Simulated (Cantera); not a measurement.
An isothermal, constant-pressure homogeneous reactor starts with 7.89 % H₂, 14.6 % O₂, 77.5 % N₂, at 1275 K and 0.977 atm.

Computed with Cantera and GRI-Mech 3.0 (53 species, 325 reactions). The temperature is held fixed by assumption; the heat of reaction is taken as removed at once.

One state of this run: x H₂ = 1.38e-8; x O₂ = 0.111; x NO = 4.16e-6; x H = 8.75e-11; x HO₂ = 1.65e-8; x N₂O = 1.68e-8. x: mole fraction; the columns are a selection and need not sum to one.

Problem. Which value of t (s) does it belong to?
A) 0.215
B) 8.14
C) 0.0351
D) 2.46e-5

Solution. B, 8.14
